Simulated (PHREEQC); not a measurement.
Model water analysis in mg/L, 25 °C, pH 2.86, pe 12.5: Na 41.5; K 36.8; Ca 56.3; Mg 15.3; Cl 23.8; S(6) as SO4 423; Li 0.479; Zn 8.32; Fe(3) 2.33.

Valence states are taken as typed.

Computed with PHREEQC (ion-association model, phreeqc.dat).

This is a speciation only: nothing precipitates in the calculation.

Question: Order these Zn species by the share of Zn that they hold, largest first: Zn+2, Zn(SO4)2-2, ZnSO4.

Answer: Zn+2 (74 %), ZnSO4 (25 %), Zn(SO4)2-2 (0.72 %)

The pH is 2.86 and the ionic strength 0.0131 mol/kgw. Saturation is exceeded, for instance for Hematite (slow to form), Goethite (slow to form); the values hold only as long as no solid forms.
